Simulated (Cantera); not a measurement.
Input (Python, Cantera) and output of one run.

```python
import numpy as np
import cantera as ct

gas_names = """
    H HNO HNO2 HNO3 HO2 H2 H2O H2O2 N NH NH2 NH3 NH2OH NO NO2 NO3 N2 N2H2 N2H4 N2O O OH O2 O3 Si SiH
    SiH2 SiH3 SiH4 SiN SiO SiO2 Si2 Si2N Si3
""".split()
cond_names = """
    H2O(s) H2O(L) Si(cr) Si(L) SiO2(Lqz) SiO2(hqz) SiO2(L) Si2N2O(s) Si3N4(a)
""".split()


# ... load() reads the species with a 1 bar reference pressure and builds the phases ...
atoms = {
    'Si2H6': {'Si': 2, 'H': 6},
    'O3': {'O': 3},
    'N2': {'N': 2},
}
top_T = {'Si2N2O(s)': 2100, 'Si3N4(a)': 2400}  # K; cautious upper limits of use, not melting points


# ... equilibrate(T, P, feed) seeds the gas with the atoms and calls Mixture.equilibrate('TP', solver="vcs", rtol=1e-11, max_steps=5000) ...
results = []
T = 875  # K
P = 130  # Pa
for m in [3.4, 7.9, 12, 17, 21, 26, 30, 35, 39, 44, 48, 53, 57]:
    feed = {'Si2H6': 1, 'O3': 4, 'N2': m}  # mol
    mix = equilibrate(T, P, feed)
    results.append((T, P, feed, dict(zip(mix.species_names, mix.species_moles))))

top = {s: max(r[3][s] / sum(r[3][g] for g in gas_names) for r in results) for s in gas_names}
cols = sorted((s for s in top if top[s] > 1e-06), key=lambda s: -top[s])[:6]
seen = [c for c in cond_names if any(r[3].get(c, 0) > 1e-12 for r in results)]
print("log10 of partial pressures in bar; condensed amounts in mol")
print(f"{'n(N2)':>10s}" + "".join(f"{s[:9]:>10s}" for s in cols + seen))
for T, P, feed, n in results:
    ng = sum(n[g] for g in gas_names)
    print(f"{feed['N2']:10.4g}" + "".join(f"{np.log10(max(n[s] / ng * P / 1e5, 1e-99)):10.3f}" for s in cols)
          + "".join(f"{n.get(c, 0):10.4g}" for c in seen))
```

It prints:

```
log10 of partial pressures in bar; condensed amounts in mol
     n(N2)        N2       H2O        O2        NO SiO2(hqz)
       3.4    -3.304    -3.358    -3.438    -8.167         2
       7.9    -3.116    -3.536    -3.615    -8.162         2
        12    -3.050    -3.652    -3.731    -8.187         2
        17    -3.008    -3.761    -3.840    -8.220         2
        21    -2.987    -3.832    -3.911    -8.245         2
        26    -2.969    -3.907    -3.986    -8.274         2
        30    -2.959    -3.959    -4.038    -8.295         2
        35    -2.949    -4.016    -4.096    -8.319         2
        39    -2.943    -4.057    -4.136    -8.336         2
        44    -2.937    -4.104    -4.183    -8.356         2
        48    -2.933    -4.137    -4.216    -8.371         2
        53    -2.929    -4.176    -4.255    -8.388         2
        57    -2.926    -4.205    -4.284    -8.401         2
```

Method: chemical equilibrium by Gibbs-energy minimisation in Cantera with the NASA 1993 tables (ideal gas, pure condensed phases). The feed counts by its element totals alone.
